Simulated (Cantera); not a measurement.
Standard-state values (1 bar) from the NASA 1993 polynomials, evaluated with Cantera. Values are per mole of reaction as written; species without (g) are pure solids or liquids, kept so even where they would boil at 1 bar.

MgF2 + H2(g) = Mg + 2 HF(g), with ΔH° = 579.2 kJ and ΔS° = 192.1 J/K at 300 K.

### Question
How far is the shortcut ΔG° ≈ ΔH°(300 K) − T·ΔS°(300 K) from the full temperature-dependent value at 623, 673, 723, 773, 823, 873, 923, 973, 1023, 1073 K?

### Answer
| T (K) | shortcut (kJ) | full (kJ) | difference (kJ) | difference in log10 K | condensed phases |
|---|---|---|---|---|---|
| 623 | 459.5 | 461.1 | -1.6 | 0.14 | MgF2(s), Mg(s) |
| 673 | 449.9 | 452.0 | -2.2 | 0.17 | MgF2(s), Mg(s) |
| 723 | 440.2 | 443.0 | -2.8 | 0.20 | MgF2(s), Mg(s) |
| 773 | 430.6 | 434.1 | -3.5 | 0.23 | MgF2(s), Mg(s) |
| 823 | 421.0 | 425.2 | -4.2 | 0.27 | MgF2(s), Mg(s) |
| 873 | 411.4 | 416.4 | -5.0 | 0.30 | MgF2(s), Mg(s) |
| 923 | 401.8 | 407.6 | -5.8 | 0.33 | MgF2(s), Mg(s) |
| 973 | 392.2 | 398.5 | -6.3 | 0.34 | MgF2(s), Mg(l) |
| 1023 | 382.6 | 389.3 | -6.7 | 0.34 | MgF2(s), Mg(l) |
| 1073 | 373.0 | 380.3 | -7.3 | 0.35 | MgF2(s), Mg(l) |
The shortcut ignores heat capacities and the phase changes listed.
